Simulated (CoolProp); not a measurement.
Vapour-liquid equilibrium of propylene (1) + R22 (2) at 0.242 MPa; x and y are mole fractions of (1).

The numbers come from the multi-fluid Helmholtz-energy mixture model, Lemmon 2013 and Kamei 1995; pair parameters Bell 2016 in CoolProp.

```csv
x,bubble temperature (°C),y at the bubble point,dew temperature at overall composition x (°C),liquid density (mol/L)
0.05,-21.3,0.081,-20.9,15.50
0.125,-22.5,0.187,-21.8,15.36
0.2,-23.5,0.277,-22.7,15.22
0.275,-24.3,0.356,-23.5,15.08
0.35,-25.0,0.427,-24.3,14.94
0.425,-25.5,0.493,-25.0,14.81
0.5,-26.0,0.556,-25.6,14.67
0.575,-26.3,0.616,-26.1,14.54
0.65,-26.6,0.676,-26.5,14.41
0.725,-26.7,0.738,-26.7,14.29
0.8,-26.8,0.802,-26.8,14.17
0.875,-26.8,0.870,-26.8,14.05
0.95,-26.6,0.945,-26.6,13.93
```

y crosses x between x = 0.8 and 0.875: the model has an azeotrope there.

Pair parameters are fitted to limited data, so mixtures are less certain than the pure fluids.
